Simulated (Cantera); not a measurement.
# Equilibrium for halide evaporation, hydrolysis and transport: PbI₂ + H₂ + N₂

Feed: 1 mol PbI₂, 4.3 mol H₂, 0.13 mol N₂, at 0.00300 Torr.

Method: chemical equilibrium by Gibbs-energy minimisation in Cantera with the NASA 1993 tables (ideal gas, pure condensed phases). Candidate condensed phases: I₂, Pb, PbI₂; 17 gas species. The tables' values for PbI₄ are old estimates; treat these amounts as uncertain. The numbers say what is thermodynamically allowed, not how fast it happens.

From 625 °C to 1375 °C nothing is condensed. The main Pb-bearing gas is PbI₂ at 625 °C and Pb at 1375 °C.

```tsv
T (°C)	x H₂	x I	x Pb	x PbI₂	x PbI	x H	x HI	x N₂
625	0.745	0.0371	0.0142	0.122	0.0357	4.72e-8	0.0194	0.0228
700	0.673	0.121	0.0477	0.0602	0.0514	4.44e-7	0.0254	0.0207
775	0.605	0.213	0.1000	0.00996	0.0331	3.01e-6	0.0202	0.0186
850	0.583	0.250	0.126	0.000713	0.0108	1.63e-5	0.0123	0.0178
925	0.579	0.261	0.132	5.04e-5	0.00315	7.23e-5	0.00725	0.0176
1000	0.578	0.265	0.134	4.50e-6	0.00100	0.000271	0.00447	0.0176
1075	0.578	0.266	0.134	5.13e-7	0.000358	0.000879	0.00289	0.0175
1150	0.576	0.267	0.134	7.27e-8	0.000141	0.00252	0.00194	0.0175
1225	0.573	0.267	0.134	1.24e-8	6.08e-5	0.00651	0.00135	0.0175
1300	0.566	0.266	0.134	2.49e-9	2.81e-5	0.0153	0.000969	0.0174
1375	0.552	0.264	0.132	5.67e-10	1.38e-5	0.0331	0.000707	0.0172
```
x: gas mole fraction; nothing condenses.
